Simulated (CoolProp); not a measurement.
Vapour-liquid equilibrium of R134a (1) + R142b (2) at 58.35 °C; x and y are mole fractions of (1).

The numbers come from the multi-fluid Helmholtz-energy mixture model, Tillner-Roth 1994 and Lemmon 2006; pair parameters Bell 2016 in CoolProp.

| x | bubble pressure, mixture model (kPa) | bubble pressure, Raoult's law (kPa) | y, mixture model | y, Raoult's law |
|---|---|---|---|---|
| 0.05 | 887.5 | 880.3 | 0.089 | 0.092 |
| 0.125 | 955.2 | 938.4 | 0.206 | 0.215 |
| 0.2 | 1021 | 996.6 | 0.309 | 0.325 |
| 0.275 | 1085 | 1055 | 0.399 | 0.422 |
| 0.35 | 1148 | 1113 | 0.479 | 0.509 |
| 0.425 | 1208 | 1171 | 0.552 | 0.587 |
| 0.5 | 1267 | 1229 | 0.620 | 0.658 |
| 0.575 | 1324 | 1287 | 0.682 | 0.722 |
| 0.65 | 1379 | 1346 | 0.742 | 0.781 |
| 0.725 | 1433 | 1404 | 0.799 | 0.835 |
| 0.8 | 1485 | 1462 | 0.854 | 0.885 |
| 0.875 | 1536 | 1520 | 0.909 | 0.931 |
| 0.95 | 1585 | 1578 | 0.963 | 0.973 |

The largest gap from Raoult's law is +3.2 % in bubble pressure, at x = 0.425. No azeotrope shows between x = 0.05 and 0.95.

The pair parameters rest on a limited set of measurements; away from them the model extrapolates.
